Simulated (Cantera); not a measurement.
# Thermodynamics of oxide etching and cleaning by halides, feed Fe₂O₃ + Cl₂ + O₂

A closed system holds: 1 mol Fe₂O₃, 0.6 mol Cl₂, a varied amount of O₂, at 1073.15 K and 3.90 mbar.

Cantera equilibrium calculation (NASA polynomials, part measured and part estimated; ideal gas, pure solids and liquids). Candidate condensed phases: Fe, FeCl₂, FeCl₃, FeO, Fe₂O₃, Fe₃O₄; 13 gas species. The numbers say what is thermodynamically allowed, not how fast it happens.

From 0.16 mol O₂ to 1.5 mol O₂ the condensed part is Fe₂O₃(s). The main Fe-bearing gas is FeCl₃ throughout. The share of Fe in condensed phases is highest at 1.5 mol O₂ (98.9 %) and lowest at 0.16 mol O₂ (97.0 %).

```csv
n(O₂) (mol),log p O₂,log p Cl₂,log p FeCl₃,log p Cl,log p FeCl₂,log p ClO,log p Fe₂Cl₆,n Fe₂O₃(s)
0.16,-2.99,-2.60,-3.59,-4.27,-4.35,-7.05,-7.37,0.970
0.21,-2.93,-2.62,-3.66,-4.28,-4.41,-7.03,-7.52,0.973
0.26,-2.88,-2.64,-3.73,-4.29,-4.47,-7.01,-7.65,0.975
0.32,-2.83,-2.66,-3.80,-4.30,-4.52,-7.00,-7.79,0.977
0.4,-2.78,-2.69,-3.88,-4.31,-4.59,-6.99,-7.95,0.979
0.5,-2.74,-2.72,-3.97,-4.33,-4.66,-6.98,-8.13,0.982
0.63,-2.69,-2.77,-4.07,-4.35,-4.74,-6.98,-8.33,0.983
0.78,-2.65,-2.81,-4.17,-4.37,-4.82,-6.99,-8.53,0.985
0.98,-2.61,-2.87,-4.28,-4.40,-4.90,-6.99,-8.75,0.987
1.2,-2.58,-2.92,-4.38,-4.43,-4.98,-7.01,-8.95,0.988
1.5,-2.55,-2.99,-4.50,-4.46,-5.06,-7.02,-9.19,0.989
```
log p: log10 of the partial pressure in bar; n: condensed amount in mol.
